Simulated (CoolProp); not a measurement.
Computed with CoolProp (reference Helmholtz-energy equation of state, Akasaka 2023).

Task: For R1224YDZ, give the phase and the cp (kJ/(kg K)), cv (kJ/(kg K)), speed of sound (m/s), expansivity (1/kK) at 195.85 °C and 1.25 MPa.

Result: 
- 195.85 °C and 1.25 MPa: gas; cp 1.06, cv 0.969, speed of sound 152, expansivity 3.07
